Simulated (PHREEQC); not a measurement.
Make-up at 40 °C: 0.0022 mol AgF, 0.0085 mol NaCl and 0.06 mol Zn(NO3)2 per kg of water. Closed to the air; pH follows from the charge balance.

Computed with PHREEQC (ion-association model, wateq4f.dat).

Q: The ionic strength comes out as 0.187 mol/kgw. What activity coefficients do H+, AgCl2-, AgCl3-2, ZnOH+, Cl- get?

A: H+ 0.80, AgCl2- 0.74, AgCl3-2 0.31, ZnOH+ 0.74, Cl- 0.71.

No solid was allowed to form. Examples of supersaturated solids here: Cerargyrite. Others may be too. Species that the database lacks are ignored. Constants without temperature data keep their 25 °C values here.
